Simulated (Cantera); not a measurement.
Charge: 1 mol Cu₂O, 3.9 mol H₂, 0.065 mol H₂O, equilibrated at 1748.15 K and 750 Torr.

Method: chemical equilibrium by Gibbs-energy minimisation in Cantera with the NASA 1993 tables (ideal gas, pure condensed phases). Candidate condensed phases: Cu, CuO, Cu(OH)₂, Cu₂O, H₂O; 12 gas species. Equilibrium is a limit: real reactors are often held back by kinetics, nucleation or transport.

Problem. What is the equilibrium state?

Solution. 
```json
{
  "x(H₂)": "0.731",
  "x(H₂O)": "0.268",
  "x(Cu)": "0.000292",
  "x(H)": "0.000196",
  "x(OH)": "4.19e-6",
  "n(Cu(l))": "2.00 mol",
  "gas_amount": "3.967 mol"
}
```
